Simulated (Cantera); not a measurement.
A perfectly stirred reactor is fed with CO : H2 : O2 : N2 : H2O = 1 : 0.088 : 0.389 : 1.46 : 0.5 (molar parts), at 14.0 bar; it is adiabatic with a 723 K inlet, and is followed from long to short residence time, starting on the burning branch (τ in s: 0.061, 0.029, 0.014, 0.0069, 0.0033, 0.0016, 0.00077, 0.00037, 0.00018, 8.7e-05, 4.2e-05, 2e-05).

Detailed kinetics in Cantera: GRI-Mech 3.0 (53 species, 325 reactions). The hydrogen kinetics of GRI-Mech 3.0 are dated; newer H2 mechanisms differ, most at raised pressure. The pressure lies above the range GRI-Mech 3.0 was tuned for (to about 10 atm).

**Question.** What does this change do: CO 1 to 0.74 parts?

**Answer.** 
| quantity | before | after |
|---|---|---|
| blow-out, bracketed by the residence times tried | burning at 20.0 µs, the shortest tried | burning at 20.0 µs, the shortest tried |
| x(CO) at τ = 61.0 ms | 0.0912 | 0.0262 |
| x(H2) at τ = 61.0 ms | 0.0118 | 0.00374 |
| x(O2) at τ = 61.0 ms | 0.000240 | 0.00414 |
| x(OH) at τ = 61.0 ms | 0.00132 | 0.00328 |
| x(CO2) at τ = 61.0 ms | 0.236 | 0.237 |
| x(CO) at τ = 0.770 ms | 0.0938 | 0.0315 |
| x(H2) at τ = 0.770 ms | 0.0121 | 0.00446 |
| x(O2) at τ = 0.770 ms | 0.00166 | 0.00780 |
| x(OH) at τ = 0.770 ms | 0.00288 | 0.00431 |
| x(CO2) at τ = 0.770 ms | 0.233 | 0.231 |

**Question.** What does this change do: inlet temperature 723 to 650 K?

**Answer.** 
| quantity | before | after |
|---|---|---|
| blow-out, bracketed by the residence times tried | burning at 20.0 µs, the shortest tried | burning at 20.0 µs, the shortest tried |
| x(CO) at τ = 61.0 ms | 0.0912 | 0.0905 |
| x(H2) at τ = 61.0 ms | 0.0118 | 0.0120 |
| x(O2) at τ = 61.0 ms | 0.000240 | 0.000150 |
| x(OH) at τ = 61.0 ms | 0.00132 | 0.000976 |
| x(CO2) at τ = 61.0 ms | 0.236 | 0.237 |
| x(CO) at τ = 0.770 ms | 0.0938 | 0.0932 |
| x(H2) at τ = 0.770 ms | 0.0121 | 0.0123 |
| x(O2) at τ = 0.770 ms | 0.00166 | 0.00154 |
| x(OH) at τ = 0.770 ms | 0.00288 | 0.00257 |
| x(CO2) at τ = 0.770 ms | 0.233 | 0.234 |

**Question.** What does this change do: inlet temperature 723 to 523 K?

**Answer.** 
```tsv
quantity	before	after
blow-out, bracketed by the residence times tried	burning at 20.0 µs, the shortest tried	burning at 20.0 µs, the shortest tried
x(CO) at τ = 61.0 ms	0.0912	0.0897
x(H2) at τ = 61.0 ms	0.0118	0.0124
x(O2) at τ = 61.0 ms	0.000240	7.92e-5
x(OH) at τ = 61.0 ms	0.00132	0.000575
x(CO2) at τ = 61.0 ms	0.236	0.238
x(CO) at τ = 0.770 ms	0.0938	0.0922
x(H2) at τ = 0.770 ms	0.0121	0.0127
x(O2) at τ = 0.770 ms	0.00166	0.00138
x(OH) at τ = 0.770 ms	0.00288	0.00212
x(CO2) at τ = 0.770 ms	0.233	0.235
```
